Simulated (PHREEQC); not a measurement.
PHREEQC input (Pitzer model, pitzer.dat):

```
SOLUTION 1
  temp 25
  units mol/kgw
  pH 7 charge
  Cl 0.426
  Na 1.02
  K 0.006
  Br 1.16
  Mg 0.28
END
USE solution 1
INCREMENTAL_REACTIONS false
REACTION 1
  H2O -1
  0 9.886 18.011 24.689 30.178 34.689 38.397 moles
EQUILIBRIUM_PHASES 1
  Bischofite 0 0
  Brucite 0 0
  Carnallite 0 0
  Halite 0 0
  Sylvite 0 0
  MgCl2_4H2O 0 0
SELECTED_OUTPUT 1
  -reset false
  -pH true
  -pe true
  -ionic_strength true
  -water true
  -activities H2O
  -totals Br Cl K Mg Na
  -molalities H+ Na+ K+ Mg+2 Cl- Br- OH- MgOH+
  -equilibrium_phases Bischofite Brucite Carnallite Halite Sylvite MgCl2_4H2O
PRINT
  -reset false
END
```

Selected output (columns that matter, 7 of 7 rows; water left (kg) added in front):

```
water left (kg)	pH	mu	Br	Cl	K	Mg	Na	m_H+	m_Na+	m_K+	m_Mg+2	m_Cl-	m_Br-	la_H2O
1	6.173	1.866	1.16	0.426	0.006	0.28	1.02	5.1414e-07	1.02	0.006	0.28	0.426	1.16	-0.023252
0.821894	6.0545	2.2704	1.4114	0.51832	0.0073002	0.34068	1.241	5.7956e-07	1.241	0.0073002	0.34068	0.51832	1.4114	-0.029354
0.675514	5.912	2.7623	1.7172	0.63063	0.0088821	0.4145	1.51	6.6313e-07	1.51	0.0088821	0.4145	0.63063	1.7172	-0.037381
0.555203	5.7396	3.3609	2.0893	0.76729	0.010807	0.50432	1.8372	7.7286e-07	1.8372	0.010807	0.50432	0.76729	2.0893	-0.04809
0.456313	5.53	4.0893	2.5421	0.93357	0.013149	0.61361	2.2353	9.2109e-07	2.2353	0.013149	0.61361	0.93357	2.5421	-0.062579
0.375043	5.2747	4.9754	3.093	1.1359	0.015998	0.74658	2.7197	1.1274e-06	2.7197	0.015998	0.74658	1.1359	3.093	-0.082454
0.30824	4.963	6.0537	3.7633	1.382	0.019465	0.90838	3.3091	1.4237e-06	3.3091	0.019465	0.90838	1.382	3.7633	-0.11009
```

Species that the database lacks are ignored.
